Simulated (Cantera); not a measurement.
What does this Cantera script print?

```python
import numpy as np
import cantera as ct

gas_names = """
    CL CL2 H HCL H2 N NH NH2 NH3 N2 N2H2 N2H4 Si SiCL SiCL2 SiCL3 SiCL4 SiH SiHCL3 SiH2 SiH2CL2 SiH3
    SiH3CL SiH4 SiN Si2 Si2N Si3
""".split()
cond_names = """
    NH4CL(a) NH4CL(b) Si(cr) Si(L) Si3N4(a)
""".split()


# ... load() reads the species with a 1 bar reference pressure and builds the phases ...
atoms = {
    'SiCl4': {'Si': 1, 'CL': 4},
    'HCl': {'H': 1, 'CL': 1},
    'N2': {'N': 2},
}
top_T = {'Si3N4(a)': 2400}  # K; cautious upper limits of use, not melting points


# ... equilibrate(T, P, feed) seeds the gas with the atoms and calls Mixture.equilibrate('TP', solver="vcs", rtol=1e-11, max_steps=5000) ...
results = []
feed = {'SiCl4': 1, 'HCl': 0.079, 'N2': 18}  # mol
T = 975  # K
P = 3100  # Pa
mix = equilibrate(T, P, feed)
results.append((T, P, feed, dict(zip(mix.species_names, mix.species_moles))))
print(gas.report(threshold=0.0001))
for i in range(1, mix.n_phases):
    print(f"{mix.phase(i).name:16s} {mix.phase_moles(i):12.5e} mol")
```

Output:

```
       temperature   975 K
          pressure   3100 Pa
           density   0.01357 kg/m^3
  mean mol. weight   35.485 kg/kmol
   phase of matter   gas

                          1 kg             1 kmol
                     ---------------   ---------------
          enthalpy       -3.3672e+05       -1.1949e+07  J
   internal energy       -5.6517e+05       -2.0055e+07  J
           entropy            7603.1         2.698e+05  J/K
    Gibbs function       -7.7498e+06         -2.75e+08  J
 heat capacity c_p            1025.7             36398  J/K
 heat capacity c_v            791.41             28083  J/K

                      mass frac. Y      mole frac. X     chem. pot. / RT
                     ---------------   ---------------   ---------------
               HCL         0.0042542         0.0041407           -44.562
                N2           0.74481           0.94345           -28.329
             SiCL4           0.25093          0.052413           -133.78
     [  +25 minor]        1.9427e-06        7.7878e-07

Si(cr)            0.00000e+00 mol
Si3N4(a)          0.00000e+00 mol
```

Cantera equilibrium calculation (NASA polynomials, part measured and part estimated; ideal gas, pure solids and liquids).
